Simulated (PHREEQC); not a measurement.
Consider water at 10 °C with 48 mmol/kgw HF, 0.31 mmol/kgw NH4HF2, 1.2 mmol/kgw H2SiF6 and 10 mmol/kgw HCl. Closed to the air; pH follows from the charge balance.

All values are PHREEQC results (ion-association model, wateq4f.dat), not measurements.

Each row changes one thing in this solution. This is a speciation only: nothing precipitates in the calculation.

```csv
case,pH,ionic strength (mol/kgw),HF (mol/kgw),H2F2 (mol/kgw),F- (mol/kgw),HF2- (mol/kgw),SI of Quartz (SiO2)
as made,1.87,0.0165,0.0348,0.00534,0.00256,0.000296,-6.36
diluted 5-fold with water,2.40,0.00451,0.00741,0.000241,0.00175,4.30e-5,-3.99
H2SiF6 from 0.0012 to 0.00108 mol/kgw,1.88,0.0161,0.0348,0.00533,0.00259,0.000300,-6.41
HCl from 0.01 to 0.015 mol/kgw,1.76,0.0209,0.0352,0.00546,0.00204,0.000240,-6.19
HF from 0.048 to 0.0048 mol/kgw,1.95,0.0140,0.00480,0.000102,0.000416,6.65e-6,-1.33
H2SiF6 from 0.0012 to 0.0018 mol/kgw,1.84,0.0181,0.0349,0.00537,0.00242,0.000282,-6.14
NH4HF2 from 0.00031 to 3.1e-05 mol/kgw,1.87,0.0164,0.0345,0.00525,0.00250,0.000287,-6.32
HCl from 0.01 to 0.005 mol/kgw,2.01,0.0124,0.0342,0.00515,0.00337,0.000383,-6.56
HCl from 0.01 to 0.02 mol/kgw,1.67,0.0255,0.0354,0.00555,0.00170,0.000201,-6.06
```

Complexes and solids missing from the database can't appear. wateq4f.dat counts part of the HF as a dimer, H2F2, which phreeqc.dat doesn't know; its constant is uncertain. Constants without temperature data keep their 25 °C values here. SiF6-2 is the database's only silicon fluoride.
